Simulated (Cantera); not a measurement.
An adiabatic, constant-volume homogeneous reactor starts with CH4 : C2H6 : O2 : N2 = 1 : 0.042 : 2.75 : 33 (molar parts), equivalence ratio 0.78, at 1725 K and 4.93 atm. Integrator tolerance rtol = 1e-08.

Model: GRI-Mech 3.0 (53 species, 325 reactions), integrated in Cantera.

Task: What does this change do: N2 33 to 17 parts?

Result: 
```csv
quantity,before,after
time of steepest temperature rise,51.4 µs,31.3 µs
temperature at 0.600 s,2456 K,2792 K
equilibrium temperature,2456 K,2792 K
x(CH4) at 0.600 s,<1e-12 (gas-phase equilibrium <1e-12),<1e-12 (gas-phase equilibrium <1e-12)
x(C2H6) at 0.600 s,<1e-12 (gas-phase equilibrium <1e-12),<1e-12 (gas-phase equilibrium <1e-12)
x(O2) at 0.600 s,0.0141 (gas-phase equilibrium 0.0141),0.0265 (gas-phase equilibrium 0.0265)
x(OH) at 0.600 s,0.00292 (gas-phase equilibrium 0.00292),0.0110 (gas-phase equilibrium 0.0110)
x(O) at 0.600 s,0.000519 (gas-phase equilibrium 0.000519),0.00301 (gas-phase equilibrium 0.00301)
x(NO) at 0.600 s,0.00588 (gas-phase equilibrium 0.00588),0.0131 (gas-phase equilibrium 0.0131)
x(CH2) at 0.600 s,<1e-12 (gas-phase equilibrium <1e-12),<1e-12 (gas-phase equilibrium <1e-12)
```
